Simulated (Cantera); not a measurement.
Input: 1 mol B, 0.29 mol N2, 1.1 mol H2O, held at 7.50 Torr.

Cantera equilibrium calculation (NASA polynomials, part measured and part estimated; ideal gas, pure solids and liquids). Candidate condensed phases: B, BN, B2O3, B3O3H3, H2O; 39 gas species. N2 is the only nitrogen source here; it is nearly inert below about 1500 K, so the nitride shown seldom forms there in practice. The numbers say what is thermodynamically allowed, not how fast it happens.

Task: At 923 K, list the 3 most abundant gas species with their mole fractions, and the condensed phases.

Result: H2 0.875, N2 0.124, H2O 0.000935. Condensed: BN(s) + B2O3(l).
